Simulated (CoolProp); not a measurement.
Vapour-liquid equilibrium of R13 (1) + isobutane (2) at 0.332 bar; x and y are mole fractions of (1).

Values from CoolProp's multi-fluid Helmholtz-energy mixture model, Platzer 1990 and Bücker 2006; pair parameters Bell 2016. This equation is an older, rougher fit; its heat capacities, sound speeds and derivatives of the liquid may be far off and weren't checked against measurements.

```csv
x,"bubble temperature, mixture model (K)","bubble temperature, Raoult's law (K)","y, mixture model","y, Raoult's law"
0.05,211.1,220.9,0.762,0.578
0.2,188.8,199.6,0.959,0.911
0.35,182.4,189.9,0.979,0.966
0.5,179.4,183.9,0.986,0.984
0.65,177.5,179.7,0.990,0.992
0.8,175.7,176.5,0.994,0.997
0.95,173.9,173.9,0.998,0.999
```

The largest gap from Raoult's law is -10.8 K in bubble temperature, at x = 0.2. No azeotrope shows between x = 0.05 and 0.95.

Pair parameters are fitted to limited data, so mixtures are less certain than the pure fluids. With so large a gap from Raoult's law the liquid may split in two, which this calculation doesn't test in full.
